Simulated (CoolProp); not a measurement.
Vapour-liquid equilibrium of cyclopropane (1) + R134a (2) at 301.1 K; x and y are mole fractions of (1).

The numbers come from the multi-fluid Helmholtz-energy mixture model, Polt 1992 and Tillner-Roth 1994; pair parameters Bell 2016 in CoolProp. This equation is an older, rougher fit; its heat capacities, sound speeds and derivatives of the liquid may be far off and weren't checked against measurements.

```
x     bubble pressure, mixture model (MPa)  bubble pressure, Raoult's law (MPa)  y, mixture model  y, Raoult's law
----  ------------------------------------  -----------------------------------  ----------------  ---------------
0.05                                0.7894                               0.7287             0.111            0.054
0.2                                 0.9235                               0.7375             0.322            0.213
0.35                                0.9920                               0.7462             0.442            0.368
0.5                                  1.018                               0.7549             0.526            0.519
0.65                                 1.014                               0.7636             0.603            0.667
0.8                                 0.9720                               0.7724             0.701            0.812
0.95                                0.8545                               0.7811             0.886            0.954
```

The largest gap from Raoult's law is +34.9 % in bubble pressure, at x = 0.5. y crosses x between x = 0.5 and 0.65: the model has an azeotrope there.

The pair parameters rest on a limited set of measurements; away from them the model extrapolates.
